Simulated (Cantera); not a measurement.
A Cantera script and its output.

```python
import numpy as np
import cantera as ct

gas = ct.Solution("gri30.yaml")


def delay(T, t_max=10):
    gas.TPX = T, 101325, {'CH4': 1, 'C2H6': 0.093, 'O2': 2.11, 'N2': 7.95}
    reactor = ct.IdealGasReactor(gas, clone=False)
    net = ct.ReactorNet([reactor])
    net.rtol, net.atol = 1e-8, 1e-16
    while net.time < t_max:
        t_old, T_old = net.time, reactor.T
        net.step()
        if reactor.T > T + 400:  # ignition: a rise of 400 K
            return t_old + (T + 400 - T_old) / (reactor.T - T_old) * (net.time - t_old)
    return np.nan


taus = []
for T in [1100, 1175, 1250, 1325, 1400, 1475]:
    taus.append(delay(T))
    print(f"T0 = {T:6g} K   tau = {taus[-1]:.4e} s")
```

Result:

```
T0 =   1100 K   tau = 2.1572e-02 s
T0 =   1175 K   tau = 8.2221e-03 s
T0 =   1250 K   tau = 3.4692e-03 s
T0 =   1325 K   tau = 1.5381e-03 s
T0 =   1400 K   tau = 7.0601e-04 s
T0 =   1475 K   tau = 3.3887e-04 s
```

Computed with Cantera and GRI-Mech 3.0 (53 species, 325 reactions).
